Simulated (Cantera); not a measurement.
Equilibrium for abatement and gas-phase synthesis: CO2 + H2

Input: 1 mol CO2, 0.49 mol H2, at 477 °C and 0.000160 bar.

These are equilibrium values from Cantera (NASA tables, ideal gas, pure condensed phases), not measurements of a reactor. Candidate condensed phases: C, C6H6, C7H8, C8H18, H2O; 110 gas species. Rates play no part.

| Item | Value |
|---|---|
| x(CO2) | 0.539 |
| x(H2) | 0.197 |
| x(CO) | 0.132 |
| x(H2O) | 0.132 |
| gas amount | 1.490 mol |
| log10 activity of C(graphite) (absent) | -2.54 |
